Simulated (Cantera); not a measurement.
Standard-state values (1 bar) from the NASA 1993 polynomials, evaluated with Cantera. Values are per mole of reaction as written; species without (g) are pure solids or liquids, kept so even where they would boil at 1 bar. The tables' values for SiF2 are old estimates.

SiF2(g) → Si(g) + 2 F(g)

| T (K) | ΔH° (kJ) | ΔS° (J/K) | ΔG° (kJ) | log10 K |
|---|---|---|---|---|
| 1848 | … | … | … | … |
| 1948 | 1211.4 | 250.1 | 724.2 | -19.42 |
| 2048 | 1212.0 | 250.4 | 699.2 | -17.83 |
| 2148 | 1212.6 | 250.7 | 674.1 | -16.39 |
| 2248 | … | … | … | … |
| 2348 | 1213.8 | 251.2 | 623.9 | -13.88 |
| 2448 | 1214.4 | 251.5 | 598.8 | -12.78 |
| 2548 | 1215.1 | 251.7 | 573.6 | -11.76 |
| 2648 | 1215.7 | 252.0 | 548.4 | -10.82 |
| 2748 | 1216.3 | 252.2 | 523.2 | -9.95 |

### Question
What belongs in the gaps?

### Answer

- 1848, ΔH° (kJ): 1210.8
- 1848, ΔS° (J/K): 249.8
- 1848, ΔG° (kJ): 749.2
- 1848, log10 K: -21.18
- 2248, ΔH° (kJ): 1213.2
- 2248, ΔS° (J/K): 251.0
- 2248, ΔG° (kJ): 649.0
- 2248, log10 K: -15.08
